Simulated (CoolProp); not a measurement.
Tetrahydrofuran along the isobar 7.05 MPa: fugacity coefficient from the reference equation and from simpler models built on Tc = 540.2 K, pc = 5.304 MPa, ω = 0.234; each cubic takes its own stable root.

Model: reference Helmholtz-energy equation of state, Fiedler 2023, in CoolProp.

```csv
T (K),phase,reference,van der Waals,Redlich-Kwong,Soave-Redlich-Kwong,Peng-Robinson
293,liquid,0.003056,0.04834,0.006262,0.002999,0.003055
306.3,liquid,0.005383,0.06190,0.01044,0.005307,0.005344
319.7,liquid,0.008988,0.07770,0.01651,0.008908,0.008880
333,liquid,0.01422,0.09553,0.02482,0.01417,0.01401
346.4,liquid,0.02159,0.1156,0.03587,0.02165,0.02126
359.8,liquid,0.03154,0.1378,0.04998,0.03181,0.03105
373.1,liquid,0.04439,0.1619,0.06731,0.04502,0.04375
386.5,liquid,0.06076,0.1881,0.08830,0.06194,0.05996
399.8,liquid,0.08074,0.2158,0.1128,0.08271,0.07982
413.2,liquid,0.1049,0.2455,0.1411,0.1080,0.1039
426.6,liquid,0.1333,0.2766,0.1730,0.1377,0.1323
```
